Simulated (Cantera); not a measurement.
**Thermodynamics of fluorocarbon and chlorocarbon gases, feed CF4 + HCl**

Feed: 1 mol CF4, 0.06 mol HCl, held at 4.80 Pa.

Cantera equilibrium calculation (NASA polynomials, part measured and part estimated; ideal gas, pure solids and liquids). Candidate condensed phases: C, C6H6, C7H8, C8H18; 118 gas species. Gases not in the tables: C2F6 and larger saturated fluorocarbons. Rates play no part.

From 1823 K to 1923 K nothing is condensed. From 1973 K to 2223 K the condensed part is C(graphite). The main C-bearing gas is CF4 at 1823 K and CF2 at 2223 K.

```tsv
T (K)	log p F	log p CF4	log p CF2	log p HF	log p Cl	log p CF	n C(graphite)
1823	-4.85	-4.65	-5.11	-5.74	-5.74	-7.86	0
1873	-4.69	-4.88	-4.96	-5.83	-5.83	-7.48	0
1923	-4.58	-5.24	-4.87	-5.93	-5.93	-7.11	0
1973	-4.50	-5.74	-4.92	-6.01	-6.01	-6.89	0.130
2023	-4.44	-6.34	-5.04	-6.06	-6.06	-6.72	0.321
2073	-4.40	-6.99	-5.19	-6.09	-6.09	-6.59	0.496
2123	-4.38	-7.65	-5.36	-6.11	-6.11	-6.47	0.634
2173	-4.37	-8.31	-5.54	-6.12	-6.12	-6.36	0.732
2223	-4.36	-8.96	-5.71	-6.13	-6.13	-6.26	0.797
```
log p: log10 of the partial pressure in bar; n: condensed amount in mol.
